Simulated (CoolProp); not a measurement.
Properties of cyclopentane along the isobar 17.8 MPa (Tc = 511.7 K, pc = 4.583 MPa, ω = 0.202).

Values from CoolProp's reference Helmholtz-energy equation of state, Gedanitz 2015.

```csv
T (K),phase,cp (kJ/(kg K)),isothermal compressibility (1/MPa),viscosity (µPa s)
296,liquid,1.767,0.001044,362
321.7,liquid,1.885,0.001274,293
347.4,liquid,2.009,0.001568,241
373.1,liquid,2.135,0.001948,201
398.8,liquid,2.262,0.002444,170
424.5,liquid,2.387,0.003100,144
450.2,liquid,2.509,0.003983,123
475.9,liquid,2.631,0.005194,106
501.6,liquid,2.753,0.006893,91.7
```

Viscosity comes from a separate model (Chung 1988), a generic estimate that can be far off for the liquid and wasn't checked against measurements.
